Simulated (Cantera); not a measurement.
Feed: 1 mol trisilylamine, 0.78 mol N₂, 0.52 mol H₂, held at 1402 °C and 0.100 bar.

Method: chemical equilibrium by Gibbs-energy minimisation in Cantera with the NASA 1993 tables (ideal gas, pure condensed phases). Candidate condensed phases: Si, Si₃N₄; 18 gas species. The feed counts by its element totals alone. Mutual solubility and eutectic melting of coexisting phases are not modelled. Gases not in the tables: Si₂H₆ and higher silanes. Kinetics and transport are ignored.

Base state: H₂ 0.989, N₂ 0.0103, H 0.000365, SiH₂ 1.11e-5 (mole fractions); condensed: Si(s) + Si₃N₄(s).

### Question
What changes in the equilibrium state with this change: 1.6 mol Cl₂ added?

### Answer
```json
[
 {"species": "H₂", "before": "0.989", "after": "0.673"},
 {"species": "HCl", "before": "0", "after": "0.163"},
 {"species": "SiCl₂", "before": "0", "after": "0.143"},
 {"species": "N₂", "before": "0.0103", "after": "0.0103"},
 {"species": "SiCl₃", "before": "0", "after": "0.00824"},
 {"species": "SiCl₄", "before": "0", "after": "0.000985"},
 {"species": "SiHCl₃", "before": "0", "after": "0.000731"},
 {"species": "SiH₂Cl₂", "before": "0", "after": "9.37e-5"},
 {"species": "Si(s), mol", "before": "1.16", "after": "0.162"},
 {"species": "Si₃N₄(s), mol", "before": "0.614", "after": "0.606"}
]
```
The tables' values for SiCl₃, SiCl are old estimates; treat these amounts as uncertain. Further candidate phases: NH₄Cl.
